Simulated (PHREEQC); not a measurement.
Consider water at 25 °C with 0.0019 mol H2SO4, 0.037 mol LiCl and 0.00031 mol MgSO4 per kg of water. Closed to the air; pH follows from the charge balance.

Computed with PHREEQC (ion-association model, phreeqc.dat).

```
quantity                    before     after
------------------------  --------  --------
pH                            2.52      2.52
ionic strength (mol/kgw)    0.0430    0.0614
SO4-2 (mol/kgw)            0.00175   0.00173
HSO4- (mol/kgw)           0.000297  0.000270
Mg+2 (mol/kgw)            0.000282  0.000287
LiSO4- (mol/kgw)          0.000137  0.000184
```

Task: Name the change that produced these shifts.
(A) LiCl from 0.037 to 0.0555 mol/kgw
(B) H2SO4 from 0.0019 to 0.0095 mol/kgw
(C) H2SO4 from 0.0019 to 0.0038 mol/kgw
(D) 0.0024 mol/kgw (NH4)2SO4 added

Result: A, LiCl from 0.037 to 0.0555 mol/kgw

Precipitation was switched off in this run.
